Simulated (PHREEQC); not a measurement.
4.2 g of hydrous ferric oxide (600 m²/g; 0.2 weak and 0.005 strong sites per Fe, Dzombak-Morel constants, diffuse double layer) in 1 kg of water with 0.1 mol/kgw of an inert sodium salt and 1.6 mmol/kgw Na2HAsO4, at 25 °C; the pH is set by adding NaOH or the inert anion's acid. Oxygen alone is held at its pressure in air (log pO2 = -0.68). No CO2 enters from the air. Precipitation was switched off in this run.

The series has 17 steps of pH, from 3 to 9.

The numbers come from PHREEQC with the ion-association model, wateq4f.dat.

### Question
At which pH does the surface charge pass through zero?

### Answer
Near pH 7.4.

Complexes and solids missing from the database can't appear. The oxide is taken as insoluble; below pH 4 it would dissolve.
